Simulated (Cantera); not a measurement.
Feed: 1 mol SiHCl3, 0.58 mol CH4, 30 mol H2, equilibrated at 2400 K and 820 Pa.

Method: chemical equilibrium by Gibbs-energy minimisation in Cantera with the NASA 1993 tables (ideal gas, pure condensed phases). The tables' values for SiCl are old estimates; treat these amounts as uncertain. Gases not in the tables: Si2H6 and higher silanes. Equilibrium is a limit: real reactors are often held back by kinetics, nucleation or transport.

```tsv
species	before	after
H2	0.740	0.741
H	0.151	0.151
HCl	0.0686	0.0703
Si	0.0200	0.0244
C2H2 (acetylene)	0.00420	0.000194
SiC2	0.00313	0.000176
Cl	0.00999	0.0102
C2H	4.93e-5	2.28e-6
Si2C	0.000795	0.000253
Si2	3.46e-5	5.12e-5
SiCl2	0.000768	0.000983
SiCl	0.000859	0.00107
SiH2	3.92e-5	4.78e-5
```
Gas species are given as mole fractions.

Question: What was changed between the two runs?
A. temperature from 2400 K to 2550 K
B. temperature from 2400 K to 2275 K
C. CH4 from 0.58 to 0.036 mol
D. H2 from 30 to 3.3 mol

Answer: C, CH4 from 0.58 to 0.036 mol
